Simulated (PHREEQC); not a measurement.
A solution holds 0.0049 mol/kgw HF, 0.011 mol/kgw H2SiF6, 0.0015 mol/kgw H3BO3 and 0.00073 mol/kgw H2SO4, at 25 °C. Closed to the air; pH follows from the charge balance.

Model: ion-association model, phreeqc.dat, run in PHREEQC.

```tsv
quantity	before	after
pH	1.70	1.96
HF (mol/kgw)	0.00522	0.00419
HSO4- (mol/kgw)	0.000395	0.000308
SO4-2 (mol/kgw)	0.000335	0.000422
F- (mol/kgw)	0.000211	0.000291
```

Q: What was changed between the two runs?
A. H3BO3 replaced by NH4BF4 at the same molality
B. H2SiF6 from 0.011 to 0.0055 mol/kgw
C. H2SiF6 replaced by HBF4 at the same molality
D. temperature from 25 to 70 °C
E. 0.0005 mol/kgw CO2 added

A: B, H2SiF6 from 0.011 to 0.0055 mol/kgw

Precipitation was switched off in this run. Some of these states are supersaturated (in Quartz (slow to form), Chalcedony (slow to form), for instance). SiF6-2 is the database's only silicon fluoride. Real BF4- forms and hydrolyses slowly; the run takes it at equilibrium.
